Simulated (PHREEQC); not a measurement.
Solution (40 °C): 0.065 mol/kgw HNO3, 0.001 mol/kgw FeCl3 and 0.0037 mol/kgw MgCl2. It is in equilibrium with CO2 at log p = 0 (atm). Otherwise closed; pH follows from the charge balance.

All values are PHREEQC results (ion-association model, phreeqc.dat), not measurements.

Each row changes one thing in this solution. This is a speciation only: nothing precipitates in the calculation.

| case | pH | HCO3- (mol/kgw) | MgHCO3+ (mol/kgw) |
|---|---|---|---|
| as made | 1.27 | 2.76e-7 | 5.59e-9 |
| diluted 10-fold with water | 2.22 | (withheld) | 7.10e-9 |
| FeCl3 left out | 1.27 | (withheld) | 5.64e-9 |
| HNO3 from 0.065 to 0.13 mol/kgw | 0.98 | 1.49e-7 | (withheld) |

### Question
What belongs in the gaps?

### Answer

- diluted 10-fold with water, HCO3- (mol/kgw): 2.17e-6
- FeCl3 left out, HCO3- (mol/kgw): 2.74e-7
- HNO3 from 0.065 to 0.13 mol/kgw, MgHCO3+ (mol/kgw): 2.61e-9

Some of these states are supersaturated (in Hematite (slow to form), Goethite (slow to form), for instance). Away from 25 °C the constants follow the database's enthalpies or fits; those with neither stay at their 25 °C values.
